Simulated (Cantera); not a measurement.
**Adiabatic ignition**

An adiabatic, constant-volume homogeneous reactor starts with 21.5 % H2, 16.5 % O2, 62.0 % N2, equivalence ratio 0.65, at 1123 K and 0.200 bar.

Cantera simulation using GRI-Mech 3.0 (53 species, 325 reactions); the numbers are that mechanism's predictions, not measurements.

```tsv
t (s)	T (K)	P (bar)	x H2	x O2	x OH	x H	x NO	x H2O2
9.00e-6	1123	0.200	0.215	0.165	5.81e-11	9.83e-10	<1e-12	<1e-12
2.74e-5	1123	0.200	0.215	0.165	3.75e-10	5.03e-9	<1e-12	5.08e-12
8.32e-5	1123	0.200	0.215	0.165	1.06e-8	1.35e-7	<1e-12	6.18e-11
0.000253	1126	0.201	0.212	0.164	0.000132	0.00157	7.77e-11	1.18e-7
0.000769	2357	0.391	0.0213	0.0617	0.0285	0.0188	0.000129	1.32e-7
0.00234	2615	0.426	0.0132	0.0592	0.0265	0.00729	0.00218	2.90e-7
0.00711	2610	0.425	0.0132	0.0569	0.0258	0.00710	0.00744	2.82e-7
0.0216	2604	0.423	0.0131	0.0548	0.0252	0.00692	0.0124	2.74e-7
0.0658	2603	0.423	0.0131	0.0545	0.0251	0.00690	0.0129	2.73e-7
0.200	2603	0.423	0.0131	0.0545	0.0251	0.00690	0.0129	2.73e-7
```
x: mole fraction; the columns are a selection and need not sum to one.

The time of steepest temperature rise is 0.330 ms and the temperature at 0.200 s comes out as 2603 K. The equilibrium temperature is 2603 K and the x(H2) at 0.200 s comes out as 0.0131 (gas-phase equilibrium 0.0131). The x(O2) at 0.200 s is 0.0545 (gas-phase equilibrium 0.0545). The x(OH) at 0.200 s comes out as 0.0251 (gas-phase equilibrium 0.0251).
